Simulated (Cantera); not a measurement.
A closed system holds: 1 mol FeS, 0.12 mol SO3, 3.1 mol CO2, 0.23 mol SO2, equilibrated at 100 Torr.

Method: chemical equilibrium by Gibbs-energy minimisation in Cantera with the NASA 1993 tables (ideal gas, pure condensed phases). Candidate condensed phases: C, Fe, Fe(CO)5, FeO, FeS, FeSO4, FeS2, Fe2O3, Fe2(SO4)3, Fe3O4, S; 25 gas species. Metal and sulfide melt together well below either melting point, which pure phases cannot show. Mutual solubility and eutectic melting of coexisting phases are not modelled. The tables' stoichiometric FeO is somewhat more stable than real wüstite, so its field is too wide. FeO, FeS: taken at fixed stoichiometry. Gases not in the tables: S3 to S7. The numbers say what is thermodynamically allowed, not how fast it happens.

Problem. Which condensed phases are stable at each of these points (T (K)): 1175, 1225, 1275, 1325, 1375, 1425, 1475, 1525, 1575, 1625, 1675, 1725, 1775?

Solution. 
| T (K) | condensed phases | Fe condensed (%) |
|---|---|---|
| 1175 | FeS(s) + Fe3O4(s) | 100.0 |
| 1225 | FeS(s) + Fe3O4(s) | 100.0 |
| 1275 | FeS(s) + Fe3O4(s) | 100.0 |
| 1325 | FeO(s) + FeS(s) | 100.0 |
| 1375 | FeO(s) + FeS(s) | 100.0 |
| 1425 | FeO(s) + FeS(s) | 100.0 |
| 1475 | FeO(s) + FeS(l) | 100.0 |
| 1525 | FeO(s) + FeS(l) | 100.0 |
| 1575 | FeO(s) + FeS(l) | 100.0 |
| 1625 | FeO(s) + FeS(l) | 100.0 |
| 1675 | FeO(l) | 100.0 |
| 1725 | FeO(l) | 100.0 |
| 1775 | FeO(l) | 100.0 |

From 1175 K to 1275 K the condensed part is FeS(s) + Fe3O4(s). From 1325 K to 1425 K the condensed part is FeO(s) + FeS(s). From 1475 K to 1625 K the condensed part is FeO(s) + FeS(l). From 1675 K to 1775 K the condensed part is FeO(l).
